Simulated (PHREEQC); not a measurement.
Solution (35 °C): 0.0015 mol CdCl2, 0.00075 mol KCl and 3.5e-05 mol H2SO4 per kg of water. Closed to the air; pH follows from the charge balance.

The numbers come from PHREEQC with the ion-association model, wateq4f.dat.

No solid was allowed to form.

Q: Order these S species by the share of S that they hold, largest first: HSO4-, KSO4-, SO4-2, CdSO4.

A: SO4-2 (83 %), CdSO4 (17 %), HSO4- (0.53 %), KSO4- (0.38 %)

Q: Order these Cd species by the share of Cd that they hold, largest first: CdSO4, Cd+2, CdCl2, CdCl+.

A: Cd+2 (79 %), CdCl+ (20 %), CdSO4 (0.39 %), CdCl2 (0.25 %)

The pH is 4.19 and the ionic strength 0.00472 mol/kgw.
